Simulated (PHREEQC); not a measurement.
2.8 g of hydrous ferric oxide (600 m²/g; 0.2 weak and 0.005 strong sites per Fe, Dzombak-Morel constants, diffuse double layer) in 1 kg of water with 0.05 mol/kgw of an inert sodium salt and 0.064 mmol/kgw H3BO3, 0.54 mmol/kgw BaCl2 and 0.31 mmol/kgw ZnCl2, at 25 °C; the pH is set by adding NaOH or the inert anion's acid. Oxygen is held at 0.21 atm. No CO2 enters from the air. No solid was allowed to form.

Computed with PHREEQC (ion-association model, wateq4f.dat).

```
pH   B sorbed (%)  Ba sorbed (%)  Zn sorbed (%)  surface charge σ (C/m²)  surface potential ψ (mV)
---  ------------  -------------  -------------  -----------------------  ------------------------
3             0.1            0.0            0.0                    0.358                       167
3.5           0.2            0.0            0.0                    0.338                       164
4             0.5            0.0            0.3                    0.298                       158
4.5           0.9            0.0            2.4                    0.243                       148
5             1.3            0.0           13.1                    0.185                       134
5.5           1.6            0.0           36.0                    0.134                       118
6             1.8            0.1           61.1                    0.093                       100
6.5           1.9            0.1           87.0                    0.062                        81
7             1.9            0.6           97.8                    0.038                        59
7.5           1.9            3.1           99.7                    0.020                        36
8             1.8           11.1           99.9                    0.006                        12
8.5           1.5           24.9          100.0                   -0.006                       -11
9             1.0           48.8          100.0                   -0.019                       -34
```

The oxide is taken as insoluble; below pH 4 it would dissolve.
